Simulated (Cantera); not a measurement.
A freely propagating, adiabatic, planar premixed flame of 8.20 % CH4, 19.3 % O2, 72.5 % N2, unburnt at 450 K and 285 Torr; multicomponent transport, grid criteria slope 0.08 and curve 0.16, no radiation.

Model: GRI-Mech 3.0 (53 species, 325 reactions), integrated in Cantera. Burning velocities carry a grid error of a few per cent, more on coarse grids.

x: mole fraction of selected species; z is measured from the peak of heat release.

```json
[
 {"z (mm)": "-2.73", "T (K)": "450", "u (m/s)": "0.860", "x CH4": "0.0819", "x O2": "0.193", "x O": "<1e-8", "x C2H2": "<1e-8", "x OH": "<1e-8", "x CH3": "<1e-8"},
 {"z (mm)": "-1.82", "T (K)": "451", "u (m/s)": "0.863", "x CH4": "0.0818", "x O2": "0.192", "x O": "<1e-8", "x C2H2": "<1e-8", "x OH": "<1e-8", "x CH3": "1.16e-7"},
 {"z (mm)": "-1.36", "T (K)": "455", "u (m/s)": "0.872", "x CH4": "0.0815", "x O2": "0.192", "x O": "<1e-8", "x C2H2": "1.88e-8", "x OH": "2.21e-8", "x CH3": "6.07e-7"},
 {"z (mm)": "-0.909", "T (K)": "494", "u (m/s)": "0.950", "x CH4": "0.0792", "x O2": "0.189", "x O": "1.47e-7", "x C2H2": "2.91e-7", "x OH": "1.34e-6", "x CH3": "6.38e-6"},
 {"z (mm)": "-0.454", "T (K)": "841", "u (m/s)": "1.64", "x CH4": "0.0594", "x O2": "0.162", "x O": "1.47e-5", "x C2H2": "6.12e-6", "x OH": "5.14e-5", "x CH3": "0.000246"},
 {"z (mm)": "-0.227", "T (K)": "1234", "u (m/s)": "2.43", "x CH4": "0.0334", "x O2": "0.125", "x O": "0.000162", "x C2H2": "2.02e-5", "x OH": "0.000401", "x CH3": "0.00144"},
 {"z (mm)": "0", "T (K)": "1602", "u (m/s)": "3.17", "x CH4": "0.00818", "x O2": "0.0807", "x O": "0.00128", "x C2H2": "3.65e-5", "x OH": "0.00258", "x CH3": "0.00142"},
 {"z (mm)": "0.227", "T (K)": "1746", "u (m/s)": "3.46", "x CH4": "0.000654", "x O2": "0.0552", "x O": "0.00418", "x C2H2": "5.62e-6", "x OH": "0.00619", "x CH3": "0.000159"},
 {"z (mm)": "0.454", "T (K)": "1784", "u (m/s)": "3.52", "x CH4": "2.93e-5", "x O2": "0.0464", "x O": "0.00572", "x C2H2": "1.55e-7", "x OH": "0.00788", "x CH3": "7.50e-6"},
 {"z (mm)": "0.909", "T (K)": "1828", "u (m/s)": "3.59", "x CH4": "6.71e-8", "x O2": "0.0414", "x O": "0.00600", "x C2H2": "<1e-8", "x OH": "0.00871", "x CH3": "1.90e-8"},
 {"z (mm)": "1.82", "T (K)": "1885", "u (m/s)": "3.68", "x CH4": "<1e-8", "x O2": "0.0385", "x O": "0.00529", "x C2H2": "<1e-8", "x OH": "0.00890", "x CH3": "<1e-8"},
 {"z (mm)": "3.64", "T (K)": "1954", "u (m/s)": "3.80", "x CH4": "<1e-8", "x O2": "0.0364", "x O": "___", "x C2H2": "<1e-8", "x OH": "0.00855", "x CH3": "<1e-8"},
 {"z (mm)": "7.27", "T (K)": "2027", "u (m/s)": "3.93", "x CH4": "<1e-8", "x O2": "0.0341", "x O": "___", "x C2H2": "<1e-8", "x OH": "___", "x CH3": "<1e-8"}
]
```

What belongs in the gaps?


- 3.64, x O: 0.00404
- 7.27, x O: 0.00269
- 7.27, x OH: 0.00767
